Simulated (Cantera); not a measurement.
Charge: 1 mol Ta₂O₅, 0.77 mol CH₄, 2.8 mol H₂, held at 1650 Torr.

Cantera equilibrium calculation (NASA polynomials, part measured and part estimated; ideal gas, pure solids and liquids). Candidate condensed phases: C, C₆H₆, C₇H₈, C₈H₁₈, H₂O, Ta, TaC, Ta₂O₅; 113 gas species. Mutual solubility and eutectic melting of coexisting phases are not modelled. TaC: taken at fixed stoichiometry. Condensed phases not in the tables: Ta₂C. Equilibrium is a limit: real reactors are often held back by kinetics, nucleation or transport.

Problem. At 2000 K, list the 4 most abundant gas species with their mole fractions, and the condensed phases.

Solution. H₂ 0.883, CO 0.111, H₂O 0.00548, H 0.00103. Condensed: TaC(s) + Ta₂O₅(s).
